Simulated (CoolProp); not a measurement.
CH3F (R41) at several states: fugacity coefficient from the reference equation and from simpler models built on Tc = 317.3 K, pc = 5.906 MPa, ω = 0.200; each cubic takes its own stable root.

Values from CoolProp's reference Helmholtz-energy equation of state, Lemmon 2006. It is a short technical equation, of lower accuracy than the large ones.

```
T (K)  p (MPa)   phase  reference  van der Waals  Redlich-Kwong  Soave-Redlich-Kwong  Peng-Robinson
-----  -------  ------  ---------  -------------  -------------  -------------------  -------------
289.5     14.7  liquid     0.1977         0.3056         0.2420               0.2269         0.2130
241.5    0.107     gas     0.9818         0.9898         0.9868               0.9859         0.9850
293.2     1.24     gas     0.8946         0.9250         0.9115               0.9092         0.9014
280.3    0.511     gas     0.9489         0.9655         0.9583               0.9567         0.9532
```
